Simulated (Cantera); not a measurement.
Cantera run, input and output.

```python
import numpy as np
import cantera as ct

gas = ct.Solution("gri30.yaml")
gas.TPX = 1400, 150, {'H2': 0.5, 'O2': 1, 'N2': 0.14}
reactor = ct.IdealGasConstPressureReactor(gas, energy="off", clone=False)
net = ct.ReactorNet([reactor])
net.rtol, net.atol = 1e-08, 1e-18
show = ['H2', 'O2', 'NO2', 'HO2', 'H', 'OH', 'NO']
times = np.geomspace(0.0003, 40, 14)

steps = ct.SolutionArray(gas, extra=["t"])
rows = []
print(f"{'t/s':>10s}{'T/K':>9s}{'P/Pa':>11s}" + "".join(f"{s:>11s}" for s in show))
for t in times:
    while net.time < t:
        t_next = net.step()
        steps.append(gas.state, t=t_next)
    rows.append([np.interp(t, steps.t, y) for y in (steps.T, steps.P, *steps(*show).X.T)])
    print(f"{t:10.3e}{rows[-1][0]:9.1f}{rows[-1][1]:11.4g}" + "".join(f"{x:11.3e}" for x in rows[-1][2:]))
rate = np.gradient(steps.T, steps.t)
print("integrator steps:", len(steps.t))
if steps.T.max() > steps.T[0] + 200:
    print(f"time of steepest temperature rise: {steps.t[rate.argmax()]:.4e} s")
gas.TPX = 1400, 150, {'H2': 0.5, 'O2': 1, 'N2': 0.14}
gas.equilibrate("TP")
print(f"equilibrium (TP): T = {gas.T:.1f} K  " + "  ".join(f"{s} {gas[s].X[0]:.3e}" for s in show))
```

Result:

```
       t/s      T/K       P/Pa         H2         O2        NO2        HO2          H         OH         NO
 3.000e-04   1400.0        150  3.049e-01  6.098e-01  4.911e-25  1.464e-07  1.595e-07  4.097e-08  1.518e-18
 7.436e-04   1400.0        150  3.049e-01  6.098e-01  4.568e-23  3.618e-07  8.930e-07  2.835e-07  2.629e-17
 1.843e-03   1400.0        150  3.048e-01  6.097e-01  1.071e-20  8.819e-07  3.342e-05  1.106e-05  1.491e-15
 4.569e-03   1400.0        150  1.386e-01  5.204e-01  1.477e-16  4.866e-07  7.691e-02  2.197e-02  2.470e-10
 1.132e-02   1400.0        150  2.274e-02  4.432e-01  2.066e-14  5.936e-07  1.145e-01  2.147e-02  2.226e-08
 2.807e-02   1400.0        150  2.262e-02  4.441e-01  7.551e-14  5.971e-07  1.129e-01  2.144e-02  8.056e-08
 6.958e-02   1400.0        150  2.233e-02  4.465e-01  2.111e-13  6.056e-07  1.091e-01  2.136e-02  2.202e-07
 1.725e-01   1400.0        150  2.156e-02  4.523e-01  5.456e-13  6.259e-07  1.000e-01  2.112e-02  5.383e-07
 4.275e-01   1400.0        150  1.945e-02  4.655e-01  1.368e-12  6.709e-07  7.969e-02  2.035e-02  1.171e-06
 1.060e+00   1400.0        150  1.401e-02  4.912e-01  3.461e-12  7.409e-07  4.296e-02  1.774e-02  2.057e-06
 2.627e+00   1400.0        150  5.362e-03  5.217e-01  1.051e-11  6.895e-07  9.055e-03  1.131e-02  2.601e-06
 6.510e+00   1400.0        150  9.301e-04  5.356e-01  4.428e-11  3.304e-07  6.286e-04  4.771e-03  2.704e-06
 1.614e+01   1400.0        150  1.441e-04  5.385e-01  1.387e-10  9.572e-08  3.807e-05  1.883e-03  2.719e-06
 4.000e+01   1400.0        150  3.027e-05  5.392e-01  3.390e-10  4.989e-08  3.661e-06  8.639e-04  2.723e-06
integrator steps: 1393
equilibrium (TP): T = 1400.0 K  H2 5.749e-06  O2 5.392e-01  NO2 1.915e-07  HO2 6.840e-08  H 3.032e-07  OH 3.766e-04  NO 4.168e-04
```

Detailed kinetics in Cantera: GRI-Mech 3.0 (53 species, 325 reactions). Radical loss at walls, strong at low pressure, is not modelled. The temperature is held fixed by assumption; the heat of reaction is taken as removed at once.
